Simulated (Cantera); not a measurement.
## Equilibrium for chemical vapour transport: MgO + HCl

A closed system holds: 1 mol MgO, 0.023 mol HCl, held at 802 °C.

These are equilibrium values from Cantera (NASA tables, ideal gas, pure condensed phases), not measurements of a reactor. Candidate condensed phases: H2O, Mg, MgCl2, MgO, Mg(OH)2; 22 gas species. Mutual solubility and eutectic melting of coexisting phases are not modelled. Equilibrium is a limit: real reactors are often held back by kinetics, nucleation or transport.

```csv
P (Pa),log p HCl,log p H2O,log p MgCl2,log p Cl,log p H2,log p Cl2,n MgO(s),n MgCl2(l)
1000,-2.01,-4.11,-4.11,-6.54,-6.68,-7.18,1.000,0
2400,-1.63,-3.73,-3.73,-6.32,-6.37,-6.73,1.000,0
5600,-1.26,-3.36,-3.36,-6.11,-6.05,-6.30,1.000,0
13000,-0.89,-2.96,-3.02,-5.91,-5.73,-5.90,1.000,2.44e-5
32000,-0.51,-2.19,-3.02,-5.70,-5.37,-5.48,1.000,0.000390
75000,-0.15,-1.47,-3.02,-5.51,-5.03,-5.10,0.999,0.000968
180000,0.21,-0.76,-3.02,-5.33,-4.68,-4.74,0.998,0.00203
420000,0.53,-0.11,-3.02,-5.16,-4.37,-4.40,0.996,0.00358
1000000,0.84,0.50,-3.02,-5.01,-4.07,-4.10,0.995,0.00548
```
log p: log10 of the partial pressure in bar; n: condensed amount in mol.

From 1000 Pa to 5600 Pa the condensed part is MgO(s). From 13000 Pa to 1000000 Pa the condensed part is MgCl2(l) + MgO(s). The main Mg-bearing gas is MgCl2 throughout.
